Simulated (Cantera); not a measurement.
A closed system holds: 1 mol BN, 1.1 mol HF, held at 0.0133 bar.

These are equilibrium values from Cantera (NASA tables, ideal gas, pure condensed phases), not measurements of a reactor. Candidate condensed phases: B, BN; 31 gas species. The tables' values for BF2 are old estimates; treat these amounts as uncertain. Equilibrium is a limit: real reactors are often held back by kinetics, nucleation or transport.

x: gas mole fraction; n: condensed amount in mol.

| T (°C) | x H2 | x BF3 | x N2 | x HF | x BHF2 | x BF2 | n BN(s) |
|---|---|---|---|---|---|---|---|
| 477 | 0.497 | 0.331 | 0.166 | 0.00650 | … | 5.99e-12 | 0.636 |
| 577 | 0.495 | 0.330 | 0.165 | 0.00979 | … | 6.76e-10 | 0.637 |
| 677 | 0.493 | 0.329 | 0.164 | 0.0135 | … | 2.80e-8 | 0.638 |
| 777 | 0.491 | 0.327 | 0.164 | 0.0174 | … | 5.68e-7 | 0.640 |
| 877 | 0.489 | 0.326 | 0.163 | 0.0215 | … | 6.78e-6 | 0.641 |
| 977 | 0.487 | 0.324 | 0.163 | 0.0257 | … | 5.41e-5 | 0.642 |
| 1077 | 0.484 | 0.322 | 0.162 | 0.0297 | … | 0.000315 | 0.644 |
| 1177 | 0.481 | 0.319 | 0.162 | 0.0337 | … | 0.00143 | 0.644 |

Question: What belongs in the gaps?

Answer: 
- 477, x BHF2: 9.41e-7
- 577, x BHF2: 6.59e-6
- 677, x BHF2: 3.03e-5
- 777, x BHF2: 0.000104
- 877, x BHF2: 0.000285
- 977, x BHF2: 0.000662
- 1077, x BHF2: 0.00135
- 1177, x BHF2: 0.00249
